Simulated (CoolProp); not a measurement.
Properties of hexamethyldisiloxane (MM) along the isotherm 16.45 °C (Tc = 245.6 °C, pc = 1.931 MPa, ω = 0.418).

Computed with CoolProp (reference Helmholtz-energy equation of state, Thol 2016).

```tsv
p (MPa)	phase	cv (kJ/(kg K))	speed of sound (m/s)	Joule-Thomson coefficient (K/MPa)
0.302	liquid	1.522	907.3	-0.4207
0.603	liquid	1.522	910.0	-0.4217
0.905	liquid	1.522	912.8	-0.4226
1.21	liquid	1.522	915.6	-0.4235
1.51	liquid	1.522	918.3	-0.4244
1.81	liquid	1.522	920.9	-0.4252
2.11	liquid	1.522	923.6	-0.4261
2.41	liquid	1.522	926.2	-0.4269
2.72	liquid	1.522	929.0	-0.4278
3.02	liquid	1.522	931.6	-0.4286
3.32	liquid	1.521	934.2	-0.4294
3.62	liquid	1.521	936.8	-0.4302
3.92	liquid	1.521	939.3	-0.4310
4.22	liquid	1.521	941.9	-0.4318
4.53	liquid	1.521	944.5	-0.4326
4.83	liquid	1.521	947.0	-0.4333
```
